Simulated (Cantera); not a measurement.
Charge: 1 mol Si₃N₄, 2.8 mol N₂O, 690 mol N₂, held at 10.0 Torr.

Method: chemical equilibrium by Gibbs-energy minimisation in Cantera with the NASA 1993 tables (ideal gas, pure condensed phases). Candidate condensed phases: Si, SiO₂, Si₂N₂O, Si₃N₄; 16 gas species. Mutual solubility and eutectic melting of coexisting phases are not modelled. The tables hold silica as quartz up to 1696 K and as liquid above; real silica turns to tridymite and cristobalite and melts near 1996 K. Kinetics and transport are ignored.

Task: Which condensed phases are stable at each of these points (T (°C)): 1225, 1300, 1375, 1450, 1525, 1600, 1675, 1750, 1825, 1900, 1975?

Result: 
```json
[
 {"T (°C)": "1225", "condensed phases": "SiO₂(β-quartz) + Si₂N₂O(s)", "Si condensed (%)": "84.6"},
 {"T (°C)": "1300", "condensed phases": "Si₂N₂O(s)", "Si condensed (%)": "13.3"},
 {"T (°C)": "1375", "condensed phases": "Si₂N₂O(s)", "Si condensed (%)": "13.3"},
 {"T (°C)": "1450", "condensed phases": "Si₂N₂O(s) + Si₃N₄(s)", "Si condensed (%)": "9.1"},
 {"T (°C)": "1525", "condensed phases": "Si₃N₄(s)", "Si condensed (%)": "1.9"},
 {"T (°C)": "1600", "condensed phases": "gas only", "Si condensed (%)": "0.0"},
 {"T (°C)": "1675", "condensed phases": "gas only", "Si condensed (%)": "0.0"},
 {"T (°C)": "1750", "condensed phases": "gas only", "Si condensed (%)": "0.0"},
 {"T (°C)": "1825", "condensed phases": "gas only", "Si condensed (%)": "0.0"},
 {"T (°C)": "1900", "condensed phases": "gas only", "Si condensed (%)": "0.0"},
 {"T (°C)": "1975", "condensed phases": "gas only", "Si condensed (%)": "0.0"}
]
```

At 1225 °C the condensed part is SiO₂(β-quartz) + Si₂N₂O(s). From 1300 °C to 1375 °C the condensed part is Si₂N₂O(s). At 1450 °C the condensed part is Si₂N₂O(s) + Si₃N₄(s). At 1525 °C the condensed part is Si₃N₄(s). From 1600 °C to 1975 °C nothing is condensed.
